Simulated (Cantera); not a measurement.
An adiabatic, constant-pressure homogeneous reactor starts with CH4 : O2 : N2 = 1 : 6.06 : 22.8 (molar parts), at 1673 K and 170000 Pa.

Computed with Cantera and GRI-Mech 3.0 (53 species, 325 reactions).

One state of this run: T (K) = 2337; x CH4 = <1e-12; x O2 = 0.134; x H = 0.000169; x CH2 = <1e-12; x HO2 = 5.91e-6; x CH2CO = <1e-12. x: mole fraction; the columns are a selection and need not sum to one.

### Question
Which value of t (s) does it belong to?
A. 0.00100
B. 0.000100
C. 3.16e-5
D. 3.16e-6

### Answer
A, 0.00100
